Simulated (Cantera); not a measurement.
A closed system holds: 1 mol Al(CH3)3, 43 mol N2, 170 mol H2, 1.1 mol N2O, held at 4200 Pa.

Cantera equilibrium calculation (NASA polynomials, part measured and part estimated; ideal gas, pure solids and liquids). Candidate condensed phases: Al, AlN, Al2O3, C, C6H6, C7H8, C8H18, H2O; 148 gas species. The feed counts by its element totals alone. Mutual solubility and eutectic melting of coexisting phases are not modelled. Kinetics and transport are ignored.

x: gas mole fraction; n: condensed amount in mol.

```tsv
T (K)	x H2	x N2	x CH4	x CO	x HCN	x H	n AlN(s)	n Al2O3(s)	n C(graphite)
798	0.782	0.204	0.0139	2.11e-9	1.39e-8	1.15e-11	0.267	0.367	(withheld)
873	0.785	0.204	0.0116	1.12e-7	2.01e-7	2.02e-10	0.267	0.367	(withheld)
948	0.793	0.202	0.00454	1.43e-6	8.63e-7	2.28e-9	0.267	0.367	(withheld)
1023	0.796	0.202	0.00200	1.24e-5	2.98e-6	1.80e-8	0.268	0.366	(withheld)
1098	0.798	0.201	0.000976	8.04e-5	8.68e-6	1.08e-7	0.278	0.361	2.77
1173	0.798	0.201	0.000520	0.000407	2.20e-5	5.14e-7	0.326	0.337	2.79
1248	0.797	0.200	0.000298	0.00169	4.97e-5	2.03e-6	0.513	0.243	(withheld)
1323	0.796	0.199	0.000181	0.00502	0.000102	6.90e-6	1.00	0	1.84
1398	0.796	0.199	0.000116	0.00502	0.000194	2.06e-5	1.00	0	1.83
1473	0.796	0.199	7.81e-5	0.00502	0.000346	5.51e-5	1.000	0	1.80
```

Question: Complete the blanks.

Answer: 
- 798, n C(graphite): 0
- 873, n C(graphite): 0.493
- 948, n C(graphite): 2.01
- 1023, n C(graphite): 2.56
- 1248, n C(graphite): 2.55
